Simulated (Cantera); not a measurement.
Cantera with NASA thermochemical tables; ideal gases at 1 bar, condensed phases pure. Values are per mole of reaction as written; species without (g) are pure solids or liquids, kept so even where they would boil at 1 bar.

Problem. Between 300 and 1948 K, where is each reaction favourable under standard conditions?
- VO2(g) + 2 N(g) = 2 NO(g) + V

Solution. 
- VO2(g) + 2 N(g) = 2 NO(g) + V: ΔG° is -494 kJ at 300 K and -291 kJ at 1948 K; it stays negative (K > 1). ΔH° is -525 kJ and ΔS° -120 J/K at 1948 K.
